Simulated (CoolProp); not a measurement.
Model: reference Helmholtz-energy equation of state, Lemmon 2006, in CoolProp. It is a short technical equation, of lower accuracy than the large ones.

Q: For C3F8 (R218), give the phase and the cv (kJ/(kg K)), fugacity coefficient at 382 K and 0.66 MPa; 382 K and 2.64 MPa.

A: 
- 382 K and 0.66 MPa: gas; cv 0.869, fugacity coefficient 0.944
- 382 K and 2.64 MPa: gas; cv 0.902, fugacity coefficient 0.778
